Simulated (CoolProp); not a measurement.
Oxygen along the isotherm -94.55 °C: density (kg/m³) from the reference equation and from simpler models built on Tc = -118.6 °C, pc = 5046 kPa, ω = 0.022; each cubic takes its own stable root.

Model: reference Helmholtz-energy equation of state, Schmidt 1985, in CoolProp.

| p (kPa) | phase | reference |
|---|---|---|
| 3600 | gas | 93.35 |
| 7210 | supercritical | 249.7 |
| 10800 | supercritical | 490.0 |
| 14400 | supercritical | 623.4 |
| 18000 | supercritical | 693.3 |
| 21600 | supercritical | 739.9 |
| 25200 | supercritical | 775.2 |
| 28800 | supercritical | 803.7 |
| 32400 | supercritical | 827.7 |
| 36000 | supercritical | 848.6 |
| 39700 | supercritical | 867.6 |
| 43300 | supercritical | 884.2 |
| 46900 | supercritical | 899.3 |
| 50500 | supercritical | 913.2 |

Task: How far does each simpler model (van der Waals, Redlich-Kwong, Soave-Redlich-Kwong, Peng-Robinson) lie from the reference over these 14 states: mean and median of the absolute difference, and the worst?

Result: 
- van der Waals: mean 15.5 %, median 18.6 %, worst -20.4 % at -94.55 °C and 50500 kPa
- Redlich-Kwong: mean 2.3 %, median 1.2 %, worst -6.6 % at -94.55 °C and 14400 kPa
- Soave-Redlich-Kwong: mean 2.6 %, median 1.6 %, worst -7.7 % at -94.55 °C and 10800 kPa
- Peng-Robinson: mean 6.4 %, median 7.0 %, worst +11.0 % at -94.55 °C and 50500 kPa
